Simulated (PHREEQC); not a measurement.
Solution (44 °C): 0.0081 mol/kgw HF and 0.00023 mol/kgw H2SiF6. Closed to the air; pH follows from the charge balance.

All values are PHREEQC results (ion-association model, phreeqc.dat), not measurements.

This is a speciation only: nothing precipitates in the calculation.

Task: Predict the pH.

Result: pH 2.70.

Task: In which forms is F present?

Result: HF 68 %, F- 17 %, SiF6-2 14 %, HF2- 0.9 % of the F.

At this temperature some constants are extrapolated from 25 °C, and those without enthalpy data are left unchanged. SiF6-2 is the database's only silicon fluoride.
